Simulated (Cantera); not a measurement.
# Ignition delay

Mixture: CH₄ : O₂ : N₂ : H₂O = 1 : 1.67 : 6.27 : 0.33 (molar parts), equivalence ratio 1.2, at 1100000 Pa, adiabatic and at constant pressure. Ignition delay is the time to a rise of 400 K.

Computed with Cantera and GRI-Mech 3.0 (53 species, 325 reactions).

| T0 (K) | delay (ms) |
|---|---|
| 1000 | 79.4 |
| 1050 | 35.0 |
| 1100 | 16.9 |
| 1150 | 8.68 |
| 1200 | 4.68 |
| 1250 | 2.62 |
| 1300 | 1.50 |
| 1350 | 0.884 |
| 1400 | 0.530 |
| 1450 | 0.323 |

- apparent activation energy between 1350 and 1450 K: 160 kJ/mol
